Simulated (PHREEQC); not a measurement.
Dissolve 5.6 mmol/kgw H2S and 0.41 mmol/kgw NaOH at 69 °C. Closed to the air; pH follows from the charge balance.

Computed with PHREEQC (ion-association model, phreeqc.dat).

- pH = 5.47
- ionic strength = 0.000414 mol/kgw
- specific conductance = 103 µS/cm
- total alkalinity = 0.410 meq/kg

```json
[
 {"species": "H2S", "molality": "0.00519", "activity": "0.00519", "log γ": "0.000"},
 {"species": "HS-", "molality": "0.000413", "activity": "0.000403", "log γ": "-0.011"},
 {"species": "Na+", "molality": "0.000410", "activity": "0.000400", "log γ": "-0.011"},
 {"species": "H+", "molality": "3.49e-6", "activity": "3.41e-6", "log γ": "-0.011"},
 {"species": "OH-", "molality": "4.63e-8", "activity": "4.51e-8", "log γ": "-0.011"}
]
```

This is a speciation only: nothing precipitates in the calculation. Constants without temperature data keep their 25 °C values here.
